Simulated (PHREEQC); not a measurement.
0.026 g of hydrous ferric oxide (600 m²/g; 0.2 weak and 0.005 strong sites per Fe, Dzombak-Morel constants, diffuse double layer) in 1 kg of water with 0.001 mol/kgw of an inert sodium salt and 6.8e-07 mol MgCl2, at 25 °C; the pH is set by adding NaOH or the inert anion's acid. Oxygen alone is held at its pressure in air (log pO2 = -0.68). No CO2 enters from the air. Precipitation was switched off in this run.

The numbers come from PHREEQC with the ion-association model, wateq4f.dat.

**Question.** Predict surface charge σ (C/m²) at pH = 3.5, 4, 6, 6.5, 8.

**Answer.** 
| pH | surface charge σ (C/m²) |
|---|---|
| 3.5 | 0.173 |
| 4 | 0.117 |
| 6 | 0.019 |
| 6.5 | 0.011 |
| 8 | 0.000 |

The oxide is taken as insoluble; below pH 4 it would dissolve.
